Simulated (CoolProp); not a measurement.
The fluid at 293.15 K and 0.434 MPa is throttled through a valve to 0.0236 MPa with no heat exchange. The same conditions are run with several fluids, on thermodynamics alone (safety and materials aside).

Computed with CoolProp (reference Helmholtz-energy equation of state of each fluid (carbon monoxide: Lemmon 2006; R143a: Lemmon and Jacobsen 2000; ethane: Bücker 2006; dry air: Lemmon 2000; ethylene: Smukala 2000)). Blends and air are pseudo-pure fits.

Task: Rank carbon monoxide, R143a, ethane, dry air, ethylene by temperature change (K), highest first.

Result: dry air (-1.0), carbon monoxide (-1.1), ethylene (-4.5), ethane (-4.8), R143a (-8.7)

```tsv
fluid	final density (kg/m³)
carbon monoxide	0.272
R143a	0.843
ethane	0.297
dry air	0.281
ethylene	0.276
```
